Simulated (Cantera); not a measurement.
A perfectly stirred reactor is fed with H2 : O2 = 0.16 : 1 (molar parts), at 11.3 Torr; it is held at 1325 K, and followed from long to short residence time.

Model: the H2/O2 subset of GRI-Mech 3.0, which has no nitrogen chemistry, integrated in Cantera. Radical loss at walls, strong at low pressure, is not modelled. The temperature is held fixed by assumption; the heat of reaction is taken as removed at once.

Task: What does this change do: temperature 1325 to 1400 K?

Result: 
| quantity | before | after |
|---|---|---|
| x(H2) at τ = 3.20 s | 0.000199 | 0.000214 |
| x(O2) at τ = 3.20 s | 0.849 | 0.848 |
| x(O) at τ = 3.20 s | 0.00184 | 0.00224 |
| x(H2O2) at τ = 3.20 s | 8.40e-8 | 5.65e-8 |
| x(H) at τ = 3.20 s | 0.000148 | 0.000170 |
| x(H2) at τ = 35.0 ms | 0.00300 | 0.00312 |
| x(O2) at τ = 35.0 ms | 0.818 | 0.811 |
| x(O) at τ = 35.0 ms | 0.0293 | 0.0344 |
| x(H2O2) at τ = 35.0 ms | 2.17e-7 | 1.61e-7 |
| x(H) at τ = 35.0 ms | 0.00959 | 0.0104 |

Task: What does this change do: pressure from 11.3 Torr to 20.0 Torr?

Result: 
```tsv
quantity	before	after
x(H2) at τ = 3.20 s	0.000199	0.000111
x(O2) at τ = 3.20 s	0.849	0.850
x(O) at τ = 3.20 s	0.00184	0.000852
x(H2O2) at τ = 3.20 s	8.40e-8	1.00e-7
x(H) at τ = 3.20 s	0.000148	4.67e-5
x(H2) at τ = 35.0 ms	0.00300	0.00186
x(O2) at τ = 35.0 ms	0.818	0.833
x(O) at τ = 35.0 ms	0.0293	0.0156
x(H2O2) at τ = 35.0 ms	2.17e-7	3.39e-7
x(H) at τ = 35.0 ms	0.00959	0.00374
```
